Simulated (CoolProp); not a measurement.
Saturation properties of propylene (Tc = 364.2 K, pc = 4.555 MPa, ω = 0.146).

The numbers come from the reference Helmholtz-energy equation of state, Lemmon 2013 in CoolProp.

```json
[
 {"T (K)": "289.8", "p (MPa)": "___", "enthalpy of vaporisation (kJ/kg)": "350.3", "liquid cp (kJ/(kg K))": "2.581", "vapour Z": "0.8311", "surface tension (mN/m)": "8.01", "liquid conductivity (mW/(m K))": "115"},
 {"T (K)": "292.2", "p (MPa)": "0.9923", "enthalpy of vaporisation (kJ/kg)": "346.0", "liquid cp (kJ/(kg K))": "2.605", "vapour Z": "0.8235", "surface tension (mN/m)": "7.70", "liquid conductivity (mW/(m K))": "114"},
 {"T (K)": "294.6", "p (MPa)": "1.056", "enthalpy of vaporisation (kJ/kg)": "341.6", "liquid cp (kJ/(kg K))": "2.630", "vapour Z": "0.8157", "surface tension (mN/m)": "7.40", "liquid conductivity (mW/(m K))": "113"},
 {"T (K)": "296.9", "p (MPa)": "1.119", "enthalpy of vaporisation (kJ/kg)": "___", "liquid cp (kJ/(kg K))": "2.655", "vapour Z": "0.8080", "surface tension (mN/m)": "7.11", "liquid conductivity (mW/(m K))": "112"},
 {"T (K)": "299.3", "p (MPa)": "1.188", "enthalpy of vaporisation (kJ/kg)": "332.7", "liquid cp (kJ/(kg K))": "2.683", "vapour Z": "0.7998", "surface tension (mN/m)": "6.81", "liquid conductivity (mW/(m K))": "___"},
 {"T (K)": "301.7", "p (MPa)": "1.260", "enthalpy of vaporisation (kJ/kg)": "327.9", "liquid cp (kJ/(kg K))": "2.712", "vapour Z": "0.7913", "surface tension (mN/m)": "6.51", "liquid conductivity (mW/(m K))": "109"},
 {"T (K)": "304", "p (MPa)": "1.332", "enthalpy of vaporisation (kJ/kg)": "323.2", "liquid cp (kJ/(kg K))": "2.742", "vapour Z": "0.7829", "surface tension (mN/m)": "___", "liquid conductivity (mW/(m K))": "108"},
 {"T (K)": "306.4", "p (MPa)": "1.410", "enthalpy of vaporisation (kJ/kg)": "318.2", "liquid cp (kJ/(kg K))": "2.775", "vapour Z": "0.7739", "surface tension (mN/m)": "5.94", "liquid conductivity (mW/(m K))": "107"},
 {"T (K)": "308.8", "p (MPa)": "1.492", "enthalpy of vaporisation (kJ/kg)": "313.1", "liquid cp (kJ/(kg K))": "2.810", "vapour Z": "0.7646", "surface tension (mN/m)": "5.65", "liquid conductivity (mW/(m K))": "106"},
 {"T (K)": "311.1", "p (MPa)": "1.573", "enthalpy of vaporisation (kJ/kg)": "___", "liquid cp (kJ/(kg K))": "2.847", "vapour Z": "___", "surface tension (mN/m)": "5.37", "liquid conductivity (mW/(m K))": "105"},
 {"T (K)": "313.5", "p (MPa)": "1.662", "enthalpy of vaporisation (kJ/kg)": "302.5", "liquid cp (kJ/(kg K))": "2.887", "vapour Z": "0.7456", "surface tension (mN/m)": "5.08", "liquid conductivity (mW/(m K))": "103"},
 {"T (K)": "315.8", "p (MPa)": "1.750", "enthalpy of vaporisation (kJ/kg)": "297.1", "liquid cp (kJ/(kg K))": "2.929", "vapour Z": "0.7358", "surface tension (mN/m)": "4.81", "liquid conductivity (mW/(m K))": "102"},
 {"T (K)": "318.2", "p (MPa)": "1.845", "enthalpy of vaporisation (kJ/kg)": "291.3", "liquid cp (kJ/(kg K))": "2.976", "vapour Z": "0.7253", "surface tension (mN/m)": "4.53", "liquid conductivity (mW/(m K))": "101"},
 {"T (K)": "320.6", "p (MPa)": "1.944", "enthalpy of vaporisation (kJ/kg)": "285.3", "liquid cp (kJ/(kg K))": "3.028", "vapour Z": "0.7145", "surface tension (mN/m)": "4.25", "liquid conductivity (mW/(m K))": "99.5"}
]
```

**Question.** Some entries are withheld; supply them.

**Answer.** 
- 289.8, p (MPa): 0.9319
- 296.9, enthalpy of vaporisation (kJ/kg): 337.3
- 299.3, liquid conductivity (mW/(m K)): 111
- 304, surface tension (mN/m): 6.23
- 311.1, enthalpy of vaporisation (kJ/kg): 308.0
- 311.1, vapour Z: 0.7554

It boils at 225.5 K under 1 atm.

Thermal conductivity comes from a separate model (Huber 2003), an estimate that may be off by 10 % or more. Surface tension comes from a separate correlation (Mulero 2012).
